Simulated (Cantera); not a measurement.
Standard-state values (1 bar) from the NASA 1993 polynomials, evaluated with Cantera. Values are per mole of reaction as written; species without (g) are pure solids or liquids, kept so even where they would boil at 1 bar.

P4O10 → 5 O2(g) + 2 P2(g)

```json
[
 {"T (K)": "448", "ΔH° (kJ)": "(withheld)", "ΔS° (J/K)": "(withheld)", "ΔG° (kJ)": "(withheld)", "log10 K": "(withheld)"},
 {"T (K)": "498", "ΔH° (kJ)": "(withheld)", "ΔS° (J/K)": "(withheld)", "ΔG° (kJ)": "(withheld)", "log10 K": "(withheld)"},
 {"T (K)": "548", "ΔH° (kJ)": "(withheld)", "ΔS° (J/K)": "(withheld)", "ΔG° (kJ)": "(withheld)", "log10 K": "(withheld)"},
 {"T (K)": "598", "ΔH° (kJ)": "3280.3", "ΔS° (J/K)": "1197.9", "ΔG° (kJ)": "2564.0", "log10 K": "-223.95"},
 {"T (K)": "648", "ΔH° (kJ)": "(withheld)", "ΔS° (J/K)": "(withheld)", "ΔG° (kJ)": "(withheld)", "log10 K": "(withheld)"}
]
```

Q: Some entries are withheld; supply them.

A: 
- 448, ΔH° (kJ): 3292.6
- 448, ΔS° (J/K): 1221.3
- 448, ΔG° (kJ): 2745.5
- 448, log10 K: -320.10
- 498, ΔH° (kJ): 3289.3
- 498, ΔS° (J/K): 1214.3
- 498, ΔG° (kJ): 2684.6
- 498, log10 K: -281.58
- 548, ΔH° (kJ): 3285.2
- 548, ΔS° (J/K): 1206.4
- 548, ΔG° (kJ): 2624.1
- 548, log10 K: -250.12
- 648, ΔH° (kJ): 3274.8
- 648, ΔS° (J/K): 1189.0
- 648, ΔG° (kJ): 2504.3
- 648, log10 K: -201.86
